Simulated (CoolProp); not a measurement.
Saturation properties of R1233zd(E).

The numbers come from the reference Helmholtz-energy equation of state, Akasaka 2022 in CoolProp.

```csv
T (K),p (kPa),liquid density (kg/m³),vapour density (kg/m³),liquid cp (kJ/(kg K))
246.6,13.03,1380,0.8368,1.088
259.1,25.18,1353,1.549,1.110
271.5,45.11,?,?,1.133
284,76.39,1296,4.369,1.157
296.5,122.8,1267,?,1.183
309,?,1236,?,1.210
321.5,279.8,1204,14.94,1.239
333.9,399.7,1171,?,1.271
346.4,556.6,?,29.31,1.307
358.9,756.0,1097,40.01,1.349
```

Task: What belongs in the gaps?

Result: 
- 271.5, liquid density (kg/m³): 1325
- 271.5, vapour density (kg/m³): 2.669
- 296.5, vapour density (kg/m³): 6.827
- 309, p (kPa): 189.0
- 309, vapour density (kg/m³): 10.26
- 333.9, vapour density (kg/m³): 21.12
- 346.4, liquid density (kg/m³): 1135

It boils at 291.3 K under 1 atm.
